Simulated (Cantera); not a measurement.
Charge: 1 mol Ti, 0.056 mol C₃H₈, 2.2 mol H₂, equilibrated at 1875 °C and 0.00700 bar.

Equilibrium computed with Cantera from the NASA thermochemical tables; the gas is ideal and each condensed phase is pure. Candidate condensed phases: C, C₆H₆, C₇H₈, C₈H₁₈, Ti, TiC; 77 gas species. Mutual solubility and eutectic melting of coexisting phases are not modelled. TiC: taken at fixed stoichiometry. Condensed phases not in the tables: N, O or C dissolved in the metal. The numbers say what is thermodynamically allowed, not how fast it happens.

Base state: H₂ 0.943, H 0.0484, Ti 0.00865 (mole fractions); condensed: Ti(l) + TiC(s).

Q: What changes in the equilibrium state with this change: temperature from 1875 °C to 1427 °C?

A: 
```tsv
species	before	after
H₂	0.943	0.998
H	0.0484	0.00176
Ti	0.00865	1.16e-5
Ti(l), mol	0.810	0
TiC(s), mol	0.168	0.168
Ti(β), mol	0	0.832
```
